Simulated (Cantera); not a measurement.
Charge: 1 mol Si3N4, 33 mol HF, 25 mol N2, at 625 °C and 1.40 Pa.

Cantera equilibrium calculation (NASA polynomials, part measured and part estimated; ideal gas, pure solids and liquids). Candidate condensed phases: Si, Si3N4; 37 gas species. Equilibrium is a limit: real reactors are often held back by kinetics, nucleation or transport.

**Question.** What is the equilibrium state?

**Answer.** 
```json
{
 "x(N2)": "0.474",
 "x(HF)": "0.368",
 "x(H2)": "0.105",
 "x(SiF4)": "0.0526",
 "gas_amount": "57.00 mol",
 "log10 activity of Si(s) (absent)": "-18.40"
}
```
